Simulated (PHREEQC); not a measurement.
Consider water at 25 °C with 0.62 mol/kgw LiCl, 0.017 mol/kgw BaCl2 and 1 mol/kgw KBr. Closed to the air; pH follows from the charge balance.

Equilibrium calculation in PHREEQC: Pitzer model, pitzer.dat.

This is a speciation only: nothing precipitates in the calculation.

Estimate the activity of water, osmotic coefficient.

activity of water 0.943; osmotic coefficient 0.993.

Species that the database lacks are ignored.
